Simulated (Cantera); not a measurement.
Charge: 1 mol Al(CH3)3, 53 mol NH3, 46 mol H2, a varied amount of N2O, held at 948 K and 3.70 mbar.

Method: chemical equilibrium by Gibbs-energy minimisation in Cantera with the NASA 1993 tables (ideal gas, pure condensed phases). Candidate condensed phases: Al, AlN, Al2O3, C, C6H6, C7H8, C8H18, H2O; 148 gas species. The feed counts by its element totals alone. Rates play no part.

Task: At 12 mol N2O, list the 5 most abundant gas species with their mole fractions, and the condensed phases.

Result: H2 0.716, N2 0.224, H2O 0.0421, CO 0.0158, CO2 0.00168. Condensed: Al2O3(s).
